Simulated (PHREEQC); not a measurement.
**Hard or scaling water: an equilibrium model**

Solution (25 °C): 6.5 mmol/kgw BaCl2, 0.025 mmol/kgw CO2 and 0.00031 mmol/kgw H4SiO4. Closed to the air; pH follows from the charge balance.

Computed with PHREEQC (Pitzer model, pitzer.dat).

Each row changes one thing in this solution. Precipitation was switched off in this run.

```tsv
case	pH	CO2 (mol/kgw)	HCO3- (mol/kgw)	CO3-2 (mol/kgw)	SI of SiO2(a) (SiO2)
as made	5.50	2.14e-5	3.62e-6	8.45e-11	-3.85
CO2 replaced by Na2CO3 at the same molality	9.28	?	2.19e-5	3.04e-6	-3.97
BaCl2 from 0.0065 to 0.00585 mol/kgw	5.50	2.14e-5	3.59e-6	?	-3.85
diluted 100-fold with water	6.67	7.93e-8	1.71e-7	3.82e-11	-5.85
temperature from 25 to 85 °C	5.50	2.14e-5	3.61e-6	1.41e-10	-4.26
H4SiO4 from 3.1e-07 to 4.65e-07 mol/kgw	5.50	2.14e-5	3.62e-6	8.45e-11	-3.67
```

Q: Some entries are withheld; supply them.

A: 
- CO2 replaced by Na2CO3 at the same molality, CO2 (mol/kgw): 2.20e-8
- BaCl2 from 0.0065 to 0.00585 mol/kgw, CO3-2 (mol/kgw): 8.21e-11

Species that the database lacks are ignored. At this temperature some constants are extrapolated from 25 °C, and those without enthalpy data are left unchanged.
